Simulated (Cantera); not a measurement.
## Reactions in the system Ca-F-O

Source: NASA polynomial tables (part measured, part estimated), evaluated in Cantera. Values are per mole of reaction as written; species without (g) are pure solids or liquids, kept so even where they would boil at 1 bar.

2 CaF2 + O2(g) ⇌ 2 CaO + 2 F2(g)

```csv
T (K),ΔH° (kJ),ΔS° (J/K),ΔG° (kJ),log10 K,condensed phases
1100,1162.6,111.0,1040.5,-49.41,"CaF2(s), CaO(s)"
1300,1153.8,103.7,1019.0,-40.94,"CaF2(s), CaO(s)"
1500,1130.5,87.3,999.6,-34.81,"CaF2(s), CaO(s)"
1700,1052.4,40.4,983.7,-30.22,"CaF2(l), CaO(s)"
1900,1043.5,35.5,976.1,-26.83,"CaF2(l), CaO(s)"
```
